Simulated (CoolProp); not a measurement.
Vapour pressure (MPa) of R115: the reference equation beside estimates from Tc = 80.0 °C, pc = 3.129 MPa, ω = 0.248. Clausius-Clapeyron is anchored at -54.85 °C with a constant enthalpy of vaporisation of 20.24 kJ/mol.

The numbers come from the reference Helmholtz-energy equation of state, Lemmon 2016 in CoolProp.

```csv
T (°C),reference,Clausius-Clapeyron,van der Waals,Redlich-Kwong,Soave-Redlich-Kwong,Peng-Robinson
-54.85,0.04751,0.04751,0.3224,0.08715,0.04699,0.04773
-44.65,0.07895,0.07817,0.4150,0.1359,0.07836,0.07895
-34.45,0.1248,0.1232,0.5238,0.2024,0.1243,0.1244
-24.25,0.1889,0.1872,0.6499,0.2901,0.1890,0.1882
-14.05,0.2757,0.2751,0.7944,0.4023,0.2768,0.2746
-3.85,0.3898,0.3928,0.9581,0.5423,0.3927,0.3886
6.35,0.5359,0.5463,1.142,0.7133,0.5419,0.5353
16.65,0.7214,0.7445,1.349,0.9205,0.7318,0.7223
26.85,0.9482,0.9907,1.575,1.163,0.9646,0.9520
37.05,1.224,1.294,1.824,1.445,1.248,1.232
47.25,1.555,1.661,2.096,1.770,1.587,1.570
```

Absolute difference from the reference over all 11 rows, mean and median: Clausius-Clapeyron 2.4 and 1.3 %, van der Waals 204.7 and 145.8 %, Redlich-Kwong 42.9 and 39.1 %, Soave-Redlich-Kwong 1.1 and 1.1 %, Peng-Robinson 0.4 and 0.4 %.
